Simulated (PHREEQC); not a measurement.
A PHREEQC speciation (ion-association model, phreeqc.dat) at 25 °C gives pH 1.62 and these molalities:

```json
[
 {"species": "Cl-", "mol/kgw": "0.150"},
 {"species": "H+", "mol/kgw": "0.0300"},
 {"species": "FeF+2", "mol/kgw": "0.0252"},
 {"species": "FeCl+2", "mol/kgw": "0.0149"},
 {"species": "Fe+3", "mol/kgw": "0.0107"},
 {"species": "FeCl2+", "mol/kgw": "0.00276"},
 {"species": "FeF2+", "mol/kgw": "0.00134"},
 {"species": "FeOH+2", "mol/kgw": "0.00125"},
 {"species": "Fe2(OH)2+4", "mol/kgw": "0.000411"},
 {"species": "HF", "mol/kgw": "0.000116"},
 {"species": "FeCl3", "mol/kgw": "2.04e-5"},
 {"species": "Fe(OH)2+", "mol/kgw": "6.72e-6"},
 {"species": "Fe3(OH)4+5", "mol/kgw": "6.27e-6"},
 {"species": "FeF3", "mol/kgw": "5.04e-6"},
 {"species": "F-", "mol/kgw": "4.92e-6"}
]
```

**Question.** What are the element totals, and what could have been dissolved in 1 kg of water to give them?

**Answer.** One answer among several that fit: totals Cl 0.171, F 0.0280, Fe(3) 0.0570 mol/kgw, from 28 mmol/kgw HF and 57 mmol/kgw FeCl3.

Precipitation was switched off in this run. The solution is supersaturated, for example in Hematite (slow to form), Goethite (slow to form), so a real one may precipitate; this is no full list. Species that the database lacks are ignored. Fluoro complexes past AlF4- and FeF3 are missing from the database.
